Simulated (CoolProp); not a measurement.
A simple Rankine cycle with water: condensing at 304.15 K, boiler at 0.194 MPa, turbine inlet 407.4 K, turbine efficiency 0.7, pump efficiency 0.8, no recuperator. Each further row changes one setting.

Values from CoolProp's reference Helmholtz-energy equation of state, Wagner 2002.

```tsv
case	thermal efficiency (%)	net work (kJ/kg)	heat in (kJ/kg)	turbine exit temperature (K)	volume ratio over the turbine
as stated	14.7	384	2610	304.1	30.0
turbine inlet 427.4 K	14.8	392	2650	304.1	28.9
condensing temperature 296.15 K	16.0	422	2640	296.2	46.3
boiler pressure 0.136 MPa	13.4	351	2610	304.1	21.3
turbine efficiency 0.6	12.6	329	2610	304.1	30.8
```

The expansion ends wet for: as stated; turbine inlet 427.4 K; condensing temperature 296.15 K; boiler pressure 0.136 MPa; turbine efficiency 0.6.
